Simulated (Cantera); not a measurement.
What does this Cantera script print?

```python
import numpy as np
import cantera as ct

gas_names = """
    C CN CO CO2 C2 CCN CNC C2N2 C2O C3 C3O2 C4 C4N2 C5 N NCO NO NO2 NO3 N2 N2O O O2 O3 Pb PbO Pb2
""".split()
cond_names = """
    C(gr) Pb(cr) Pb(L) PbO(rd) PbO(yw) PbO(L) PbO2(s) Pb3O4(s)
""".split()


def load(file, names, dense=False):
    # The tables refer to 1 bar. Condensed volumes are neglected.
    table = {s.name: s for s in ct.Species.list_from_file(file)}
    out = []
    for n in names:
        d = dict(table[n].input_data)
        d["thermo"] = dict(d["thermo"], **{"reference-pressure": 1e5})
        if dense:
            d["equation-of-state"] = {"model": "constant-volume", "density": "1e6 g/cm^3"}
        out.append(ct.Species.from_dict(d))
    return out


gas = ct.Solution(thermo="ideal-gas", species=load("nasa_gas.yaml", gas_names))
cond = {s.name: ct.Solution(thermo="fixed-stoichiometry", species=[s], name=s.name)
        for s in load("nasa_condensed.yaml", cond_names, dense=True)}
atoms = {
    'Pb': {'Pb': 1},
    'CO': {'C': 1, 'O': 1},
    'N2': {'N': 2},
}
top_T = {'C(gr)': 4500, 'Pb3O4(s)': 820}  # K; cautious upper limits of use, not melting points


def equilibrate(T, P, feed):
    n = {}
    for name, mol in feed.items():
        for a, k in atoms[name].items():
            n[a] = n.get(a, 0.0) + k * mol
    gas.TPX = T, P, n
    mass = sum(n.values()) * gas.mean_molecular_weight
    gas.equilibrate("TP")
    valid = [c for c in cond.values() if c.min_temp <= T <= top_T.get(c.name, c.max_temp)]
    mix = ct.Mixture([(gas, mass / gas.mean_molecular_weight)] + [(c, 0.0) for c in valid])
    mix.T, mix.P = T, P
    mix.equilibrate("TP", solver="vcs", rtol=1e-11, max_steps=5000)
    return mix


results = []
feed = {'Pb': 1, 'CO': 0.047, 'N2': 1.6}  # mol
P = 420  # Pa
for T in [700, 800, 900, 1000, 1100, 1200, 1300, 1400, 1500]:
    mix = equilibrate(T, P, feed)
    results.append((T, P, feed, dict(zip(mix.species_names, mix.species_moles))))
    x = sorted(zip(gas.X, gas.species_names), reverse=True)
    print(f"T = {T:g} K  P = {P:g} Pa  gas = {mix.phase_moles(0):.4g} mol")
    print("   x: " + "  ".join(f"{s} {v:.3e}" for v, s in x if v > 0.001))
    print("   condensed (mol): " + ("  ".join(f"{mix.phase(i).name} {mix.phase_moles(i):.4g}"
          for i in range(1, mix.n_phases) if mix.phase_moles(i) > 1e-12) or "none"))
```

Result:

```
T = 700 K  P = 420 Pa  gas = 1.638 mol
   x: N2 9.767e-01  CO 1.787e-02  CO2 5.409e-03
   condensed (mol): C(gr) 0.008861  Pb(L) 1
T = 800 K  P = 420 Pa  gas = 1.646 mol
   x: N2 9.718e-01  CO 2.790e-02
   condensed (mol): C(gr) 0.0005315  Pb(L) 1
T = 900 K  P = 420 Pa  gas = 1.648 mol
   x: N2 9.712e-01  CO 2.849e-02
   condensed (mol): C(gr) 3.136e-05  Pb(L) 0.9995
T = 1000 K  P = 420 Pa  gas = 1.653 mol
   x: N2 9.677e-01  CO 2.842e-02  Pb 3.856e-03
   condensed (mol): C(gr) 3.182e-06  Pb(L) 0.9936
T = 1100 K  P = 420 Pa  gas = 1.696 mol
   x: N2 9.434e-01  Pb 2.885e-02  CO 2.771e-02
   condensed (mol): C(gr) 4.828e-07  Pb(L) 0.9511
T = 1200 K  P = 420 Pa  gas = 1.945 mol
   x: N2 8.227e-01  Pb 1.531e-01  CO 2.417e-02
   condensed (mol): C(gr) 9.016e-08  Pb(L) 0.7022
T = 1300 K  P = 420 Pa  gas = 2.647 mol
   x: N2 6.045e-01  Pb 3.778e-01  CO 1.776e-02
   condensed (mol): C(gr) 1.794e-08
T = 1400 K  P = 420 Pa  gas = 2.647 mol
   x: N2 6.045e-01  Pb 3.778e-01  CO 1.776e-02
   condensed (mol): C(gr) 3.979e-09
T = 1500 K  P = 420 Pa  gas = 2.647 mol
   x: N2 6.045e-01  Pb 3.778e-01  CO 1.776e-02
   condensed (mol): none
```

Method: chemical equilibrium by Gibbs-energy minimisation in Cantera with the NASA 1993 tables (ideal gas, pure condensed phases).
